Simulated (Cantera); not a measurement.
Thermodynamics of silicon carbide growth, feed Si(CH3)4 + CH4 + H2

Input: 1 mol Si(CH3)4, 1 mol CH4, 36 mol H2, at 10000 Pa.

Equilibrium computed with Cantera from the NASA thermochemical tables; the gas is ideal and each condensed phase is pure. Candidate condensed phases: C, C6H6, C7H8, C8H18, Si, SiC; 87 gas species. Gases not in the tables: Si2H6 and higher silanes. Rates play no part.

| T (K) | x H2 | x H | x C2H2 (acetylene) | x Si | x SiC2 | x CH4 | x Si2C | n C(graphite) | n SiC(s) |
|---|---|---|---|---|---|---|---|---|---|
| 1248 | 0.999 | 1.48e-6 | 2.43e-7 | <1e-12 | <1e-12 | 0.00111 | <1e-12 | 3.95 | 1.00 |
| 1348 | 0.999 | 7.31e-6 | 1.20e-6 | 7.08e-12 | <1e-12 | 0.000583 | <1e-12 | 3.97 | 1.00 |
| 1448 | 1.000 | 2.91e-5 | 4.75e-6 | 1.73e-10 | <1e-12 | 0.000333 | <1e-12 | 3.98 | 1.00 |
| 1548 | 1.000 | 9.74e-5 | 1.57e-5 | 2.78e-9 | 7.22e-12 | 0.000205 | 6.09e-12 | 3.99 | 1.000 |
| 1648 | 1.000 | 0.000282 | 4.47e-5 | 3.18e-8 | 1.75e-10 | 0.000134 | 1.39e-10 | 3.99 | 1.000 |
| 1748 | 0.999 | 0.000722 | 0.000113 | 2.74e-7 | 2.93e-9 | 9.18e-5 | 2.19e-9 | 3.99 | 1.000 |
| 1848 | 0.998 | 0.00167 | 0.000257 | 1.87e-6 | 3.58e-8 | 6.56e-5 | 2.55e-8 | 3.97 | 1.000 |
| 1948 | 0.996 | 0.00357 | 0.000537 | 1.05e-5 | 3.37e-7 | 4.85e-5 | 2.29e-7 | 3.95 | 0.999 |
| 2048 | 0.992 | 0.00705 | 0.00104 | 4.93e-5 | 2.54e-6 | 3.69e-5 | 1.65e-6 | 3.91 | 0.997 |
| 2148 | 0.985 | 0.0131 | 0.00189 | 0.000201 | 1.57e-5 | 2.86e-5 | 9.81e-6 | 3.84 | 0.987 |
| 2248 | 0.973 | 0.0229 | 0.00322 | 0.000720 | 8.27e-5 | 2.25e-5 | 4.96e-5 | 3.75 | 0.954 |
| 2348 | 0.953 | 0.0381 | 0.00521 | 0.00231 | 0.000375 | 1.78e-5 | 0.000217 | 3.64 | 0.844 |
| 2448 | 0.922 | 0.0604 | 0.00797 | 0.00675 | 0.00150 | 1.39e-5 | 0.000841 | 3.58 | 0.507 |
x: gas mole fraction; n: condensed amount in mol.

From 1248 K to 2448 K the condensed part is C(graphite) + SiC(s).
